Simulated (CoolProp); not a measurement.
Properties of n-dodecane along the isotherm 620 K.

Values from CoolProp's reference Helmholtz-energy equation of state, Lemmon 2004. It is a short technical equation, of lower accuracy than the large ones.

| p (MPa) | phase | density (kg/m³) | cv (kJ/(kg K)) | expansivity (1/kK) | viscosity (µPa s) | conductivity (mW/(m K)) | fugacity coefficient |
|---|---|---|---|---|---|---|---|
| 1.3 | liquid | 431.8 | 2.987 | 5.133 | 62.3 | 71.8 | 0.6031 |
| 2.6 | liquid | 454.1 | 2.974 | 3.504 | 72.3 | 74.6 | 0.3322 |
| 3.89 | liquid | 468.9 | 2.968 | 2.836 | 80.0 | 76.8 | 0.2435 |
| 5.19 | liquid | 480.6 | 2.964 | 2.444 | 86.6 | 78.7 | 0.1998 |
| 6.49 | liquid | 490.2 | 2.961 | 2.181 | 92.5 | 80.4 | 0.1745 |
| 7.79 | liquid | 498.4 | 2.959 | 1.988 | 97.9 | 82.0 | 0.1586 |
| 9.09 | liquid | 505.7 | 2.958 | 1.839 | 103 | 83.4 | 0.1481 |
| 10.4 | liquid | 512.2 | 2.957 | 1.719 | 108 | 84.8 | 0.1409 |
| 11.7 | liquid | 518.1 | 2.956 | 1.621 | 112 | 86.0 | 0.1361 |
| 13 | liquid | 523.6 | 2.956 | 1.538 | 117 | 87.3 | 0.1331 |
| 14.3 | liquid | 528.6 | 2.956 | 1.467 | 121 | 88.4 | 0.1313 |
| 15.6 | liquid | 533.3 | 2.955 | 1.405 | 125 | 89.5 | 0.1305 |
| 16.9 | liquid | 537.7 | 2.955 | 1.350 | 129 | 90.6 | 0.1305 |
| 18.2 | liquid | 541.8 | 2.955 | 1.301 | 133 | 91.7 | 0.1312 |

Viscosity comes from a separate model (Huber 2004). Thermal conductivity comes from a separate model (Huber 2004).
